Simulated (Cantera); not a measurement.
Feed: 1 mol CaCO3, 0.64 mol C, 7.1 mol CO2, held at 1948.15 K and 0.0133 bar.

Method: chemical equilibrium by Gibbs-energy minimisation in Cantera with the NASA 1993 tables (ideal gas, pure condensed phases). Candidate condensed phases: C, Ca, CaCO3, CaO; 15 gas species. Equilibrium is a limit: real reactors are often held back by kinetics, nucleation or transport.

Base state: CO2 0.848, CO 0.150, O2 0.00173, O 0.000160 (mole fractions); condensed: CaO(s).

Problem. What changes in the equilibrium state with this change: temperature from 1948.15 K to 1998 K?

Solution. 
```
species        before     after
-----------  --------  --------
CO2             0.848     0.842
CO              0.150     0.154
O2            0.00173   0.00380
O            0.000160  0.000352
CaO(s), mol     1.000     1.000
```
